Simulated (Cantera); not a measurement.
Input (Python, Cantera):

```python
import numpy as np
import cantera as ct

surf = ct.Interface("ptcombust.yaml", "Pt_surf")
gas = surf.adjacent["gas"]
gas.TPX = 875, 52000, {'CH4': 0.028, 'O2': 0.013, 'N2': 0.79, 'H2O': 0.016}
surf.TP = 875, 52000
reactor = ct.FlowReactor(gas, clone=False)
reactor.area = 0.0001  # m2
reactor.surface_area_to_volume_ratio = 2100  # 1/m
reactor.mass_flow_rate = 0.64 * reactor.area * gas.density  # inlet velocity 0.64 m/s
reactor.energy_enabled = False
wall = ct.ReactorSurface(surf, reactor, clone=False)
net = ct.ReactorNet([reactor])
net.rtol, net.atol = 1e-8, 1e-16
show, cover = ['CH4', 'O2', 'H2O', 'CO2', 'CO'], ['PT(S)', 'H(S)', 'O(S)', 'OH(S)', 'CO(S)', 'C(S)']

rows = []
print(f"{'z/m':>9s}{'u/(m/s)':>9s}" + "".join(f"{s:>13s}" for s in show + cover))
for z in [0.00092, 0.0016, 0.0029, 0.0052, 0.0092, 0.016, 0.029, 0.052, 0.092]:
    net.advance(z)
    rows.append([reactor.speed, *gas[show].X, *surf[cover].coverages])
    print(f"{z:9.4g}{rows[-1][0]:9.3g}" + "".join(f"{x:13.4e}" for x in rows[-1][1:]))
```

Output:

```
      z/m  u/(m/s)          CH4           O2          H2O          CO2           CO        PT(S)         H(S)         O(S)        OH(S)        CO(S)         C(S)
  0.00092    0.643   2.5434e-02   4.6937e-03   3.2411e-02   9.2301e-05   7.3867e-03   9.7985e-02   1.1704e-03   5.5203e-08   2.5665e-07   2.0644e-02   8.8020e-01
   0.0016    0.643   2.4905e-02   4.0743e-03   3.3114e-02   9.2291e-05   7.9025e-03   7.4353e-02   1.1262e-03   2.7658e-08   1.4468e-07   1.2691e-02   9.1183e-01
   0.0029    0.643   2.4392e-02   3.4989e-03   3.3745e-02   9.2267e-05   8.4009e-03   5.5279e-02   1.0647e-03   1.3342e-08   7.9785e-08   7.4441e-03   9.3621e-01
   0.0052    0.644   2.3939e-02   3.0124e-03   3.4258e-02   9.2239e-05   8.8405e-03   4.1319e-02   9.9550e-04   6.5840e-09   4.5267e-08   4.3709e-03   9.5331e-01
   0.0092    0.644   2.3540e-02   2.6022e-03   3.4673e-02   9.2208e-05   9.2277e-03   3.1081e-02   9.2320e-04   3.3211e-09   2.6391e-08   2.5786e-03   9.6542e-01
    0.016    0.644   2.3189e-02   2.2577e-03   3.5006e-02   9.2179e-05   9.5672e-03   2.3563e-02   8.5124e-04   1.7152e-09   1.5815e-08   1.5353e-03   9.7405e-01
    0.029    0.644   2.2849e-02   1.9388e-03   3.5298e-02   9.2148e-05   9.8960e-03   1.7479e-02   7.7409e-04   8.4427e-10   9.2189e-09   8.7312e-04   9.8087e-01
    0.052    0.645   2.2549e-02   1.6707e-03   3.5529e-02   9.2120e-05   1.0186e-02   1.3017e-02   7.0016e-04   4.2092e-10   5.4759e-09   4.9814e-04   9.8578e-01
    0.092    0.645   2.2285e-02   1.4461e-03   3.5710e-02   9.2093e-05   1.0440e-02   9.7460e-03   6.3089e-04   2.1303e-10   3.3162e-09   2.8605e-04   9.8934e-01
```

Cantera simulation using Deutschmann's 1995 Pt surface mechanism with GRI-Mech 3.0 gas chemistry; the numbers are that mechanism's predictions, not measurements. Catalytic surfaces can have several steady states; this one follows from the mechanism file's or the stated starting coverage. Mass transfer to the wall is taken as infinitely fast.
